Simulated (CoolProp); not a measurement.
Tetradecamethylhexasiloxane (MD4M) along the isobar 7.43 bar: Z from the reference equation and from simpler models built on Tc = 380.0 °C, pc = 8.286 bar, ω = 0.800; each cubic takes its own stable root.

Model: reference Helmholtz-energy equation of state, Thol 2019, in CoolProp.

```
T (°C)   phase  reference
------  ------  ---------
252.85  liquid     0.1195
262.25  liquid     0.1196
271.65  liquid     0.1198
281.05  liquid     0.1202
290.45  liquid     0.1208
299.85  liquid     0.1216
309.25  liquid     0.1228
318.65  liquid     0.1243
328.05  liquid     0.1262
337.45  liquid     0.1289
346.85  liquid     0.1326
```

### Question
How far does each simpler model (van der Waals, Redlich-Kwong, Soave-Redlich-Kwong, Peng-Robinson) lie from the reference over these 11 states: mean and median of the absolute difference, and the worst?

### Answer
- van der Waals: mean 73.3 %, median 73.2 %, worst +74.6 % at 252.85 °C and 7.43 bar
- Redlich-Kwong: mean 27.7 %, median 27.1 %, worst +32.7 % at 346.85 °C and 7.43 bar
- Soave-Redlich-Kwong: mean 13.5 %, median 12.8 %, worst +18.3 % at 346.85 °C and 7.43 bar
- Peng-Robinson: mean 1.6 %, median 1.2 %, worst +5.1 % at 346.85 °C and 7.43 bar
